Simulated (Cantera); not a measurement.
Charge: 1 mol Si, 4.1 mol HCl, 0.31 mol H2, 1.2 mol Cl2, held at 1125 °C and 4.70 bar.

These are equilibrium values from Cantera (NASA tables, ideal gas, pure condensed phases), not measurements of a reactor. Candidate condensed phases: Si; 19 gas species. The tables' values for SiCl3 are old estimates; treat these amounts as uncertain. Equilibrium is a limit: real reactors are often held back by kinetics, nucleation or transport.

Base state: HCl 0.552, H2 0.232, SiCl4 0.206, SiHCl3 0.00608, SiCl3 0.00385, SiCl2 0.000307, SiH2Cl2 2.70e-5 (mole fractions); condensed: gas only.

Task: What changes in the equilibrium state with this change: temperature from 1125 °C to 725 °C?

Result: 
| species | before | after |
|---|---|---|
| HCl | 0.552 | 0.543 |
| H2 | 0.232 | 0.240 |
| SiCl4 | 0.206 | 0.216 |
| SiCl2 | 0.000307 | 1.27e-8 |
| SiCl3 | 0.00385 | 1.06e-5 |
| SiH2Cl2 | 2.70e-5 | 2.19e-7 |
| SiHCl3 | 0.00608 | 0.000663 |
